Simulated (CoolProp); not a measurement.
Properties of benzene along the isobar 9.81 bar.

Model: reference Helmholtz-energy equation of state, Thol 2012, in CoolProp.

```tsv
T (K)	phase	Z	cp (kJ/(kg K))	cv (kJ/(kg K))	speed of sound (m/s)	isothermal compressibility (1/MPa)
315.8	liquid	0.03412	(withheld)	1.260	1222	0.001108
321.9	liquid	0.03373	1.802	1.277	1194	0.001166
328.1	liquid	0.03335	1.821	1.295	1165	0.001230
334.3	liquid	0.03300	1.841	1.313	1137	0.001297
340.5	liquid	0.03266	1.861	1.332	1110	0.001370
346.6	liquid	0.03235	1.881	1.350	(withheld)	0.001446
352.8	liquid	0.03205	1.901	1.368	(withheld)	0.001530
359	liquid	0.03177	1.922	1.387	1029	0.001620
365.2	liquid	0.03151	1.944	1.405	1003	0.001718
371.3	liquid	0.03126	1.965	1.423	976.9	0.001822
```

Question: Fill in the missing entries.

Answer: 
- 315.8, cp (kJ/(kg K)): 1.784
- 346.6, speed of sound (m/s): 1083
- 352.8, speed of sound (m/s): 1056
